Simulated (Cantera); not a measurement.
A closed system holds: 1 mol Si3N4, a varied amount of N2O, 26 mol N2, at 1650 °C and 105 Torr.

Equilibrium computed with Cantera from the NASA thermochemical tables; the gas is ideal and each condensed phase is pure. Candidate condensed phases: Si, SiO2, Si2N2O, Si3N4; 16 gas species. Mutual solubility and eutectic melting of coexisting phases are not modelled. The numbers say what is thermodynamically allowed, not how fast it happens.

Question: At 0.58 mol N2O, list the 3 most abundant gas species with their mole fractions, and the condensed phases.

Answer: N2 0.989, SiO 0.0107, Si 6.76e-5. Condensed: Si2N2O(s) + Si3N4(s).
